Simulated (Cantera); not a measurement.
Input: 1 mol SiC, 1.2 mol N₂O, 210 mol H₂, held at 0.0100 bar.

Equilibrium computed with Cantera from the NASA thermochemical tables; the gas is ideal and each condensed phase is pure. Candidate condensed phases: C, C₆H₆, C₇H₈, C₈H₁₈, H₂O, Si, SiC, SiO₂, Si₂N₂O, Si₃N₄; 151 gas species. Mutual solubility and eutectic melting of coexisting phases are not modelled. Gases not in the tables: Si₂H₆ and higher silanes. Kinetics and transport are ignored.

### Question
Which condensed phases are stable at each of these points (T (K)): 1225, 1375, 1525, 1675, 1825, 1975, 2125?

### Answer
```
T (K)         condensed phases  Si condensed (%)
-----  -----------------------  ----------------
1225   C(graphite) + Si₂N₂O(s)             100.0
1375        SiC(s) + Si₂N₂O(s)              99.5
1525        SiC(s) + Si₂N₂O(s)              60.9
1675                    SiC(s)              39.7
1825                    SiC(s)              37.5
1975                    SiC(s)              21.4
2125                  gas only               0.0
```

At 1225 K the condensed part is C(graphite) + Si₂N₂O(s). From 1375 K to 1525 K the condensed part is SiC(s) + Si₂N₂O(s). From 1675 K to 1975 K the condensed part is SiC(s). At 2125 K nothing is condensed.
